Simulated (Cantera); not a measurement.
# Thermodynamics of nitride etching, feed AlN + O2 + H2

A closed system holds: 1 mol AlN, 0.23 mol O2, 32 mol H2, held at 43.5 Torr.

Cantera equilibrium calculation (NASA polynomials, part measured and part estimated; ideal gas, pure solids and liquids). Candidate condensed phases: Al, AlN, Al2O3, H2O; 35 gas species. Mutual solubility and eutectic melting of coexisting phases are not modelled. The tables' values for AlOH are old estimates; treat these amounts as uncertain. Condensed phases not in the tables: aluminium oxynitride. The numbers say what is thermodynamically allowed, not how fast it happens.

From 1523 K to 1923 K the condensed part is AlN(s) + Al2O3(s). From 2023 K to 2123 K the condensed part is Al2O3(s). The main Al-bearing gas is Al at 1523 K and Al2O at 2123 K.

```tsv
T (K)	log p H2	log p N2	log p H	log p Al2O	log p Al	log p AlH	log p AlOH	n AlN(s)	n Al2O3(s)
1523	-1.24	-3.56	-5.26	-9.34	-8.09	-8.67	-9.11	0.693	0.153
1623	-1.24	-3.56	-4.78	-7.62	-6.75	-7.48	-8.13	0.693	0.153
1723	-1.24	-3.56	-4.36	-6.11	-5.57	-6.43	-7.27	0.691	0.153
1823	-1.24	-3.52	-3.98	-4.80	-4.53	-5.52	-6.51	0.664	0.150
1923	-1.25	-3.30	-3.65	-3.75	-3.70	-4.80	-5.87	0.437	0.119
2023	-1.25	-3.06	-3.35	-3.29	-3.31	-4.51	-5.42	0	0.0533
2123	-1.26	-3.06	-3.07	-3.30	-3.29	-4.58	-5.12	0	0.0553
```
log p: log10 of the partial pressure in bar; n: condensed amount in mol.
